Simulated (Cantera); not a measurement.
Feed: 1 mol Al, 1 mol HCl, 8.8 mol H2, 0.51 mol H2O, equilibrated at 1375 °C and 75.0 Torr.

Equilibrium computed with Cantera from the NASA thermochemical tables; the gas is ideal and each condensed phase is pure. Candidate condensed phases: Al, AlCl3, Al2O3, H2O; 29 gas species. The tables' values for AlCl2 are old estimates; treat these amounts as uncertain. Kinetics and transport are ignored.

Base state: H2 0.920, AlCl 0.0516, HCl 0.0172, AlCl2 0.00674, AlCl3 0.00413, H 0.000270 (mole fractions); condensed: Al2O3(s).

Question: What changes in the equilibrium state with this change: H2O from 0.51 to 1.2 mol?

Answer: 
```tsv
species	before	after
H2	0.920	0.926
HCl	0.0172	0.0558
AlCl	0.0516	0.00805
H2O	1.90e-6	1.44e-5
Cl	3.96e-6	1.28e-5
AlCl2	0.00674	0.00340
AlCl3	0.00413	0.00674
Al2O3(s), mol	0.170	0.400
```

Question: What changes in the equilibrium state with this change: temperature from 1375 °C to 1152 °C?

Answer: 
```json
[
 {"species": "H2", "before": "0.920", "after": "0.933"},
 {"species": "AlCl", "before": "0.0516", "after": "0.0455"},
 {"species": "AlCl3", "before": "0.00413", "after": "0.0106"},
 {"species": "HCl", "before": "0.0172", "after": "0.00437"},
 {"species": "H", "before": "0.000270", "after": "2.08e-5"},
 {"species": "AlCl2", "before": "0.00674", "after": "0.00679"},
 {"species": "Al2O3(s), mol", "before": "0.170", "after": "0.170"}
]
```
